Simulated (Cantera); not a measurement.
Input: 1 mol C₆H₆, 5.4 mol H₂O, 0.29 mol N₂, at 1 atm.

Equilibrium computed with Cantera from the NASA thermochemical tables; the gas is ideal and each condensed phase is pure. Candidate condensed phases: C, C₆H₆, C₇H₈, C₈H₁₈, H₂O; 169 gas species. Ions and electrons are included (thermal ionisation). The numbers say what is thermodynamically allowed, not how fast it happens.

log p: log10 of the partial pressure in bar; nothing condenses.

```tsv
T (K)	log p H	log p H₂	log p CO	log p C	log p N₂	log p C₂H₂ (acetylene)	log p HCN
3000	-0.95	-0.31	-0.44	-4.48	-1.88	-1.89	-1.98
3500	-0.48	-0.49	-0.49	-3.02	-1.94	-2.15	-2.09
4000	…	…	-0.56	…	-1.97	…	…
4500	-0.16	…	-0.61	…	-1.96	…	…
5000	-0.14	-1.90	-0.62	-1.61	-1.99	-6.11	-4.01
```

**Question.** Fill in the missing entries.

**Answer.** 
- 4500, log p H₂: -1.40
- 4500, log p C: -1.72
- 4500, log p C₂H₂ (acetylene): -4.44
- 4500, log p HCN: -3.18
- 4000, log p H: -0.24
- 4000, log p H₂: -0.88
- 4000, log p C: -2.12
- 4000, log p C₂H₂ (acetylene): -2.97
- 4000, log p HCN: -2.48
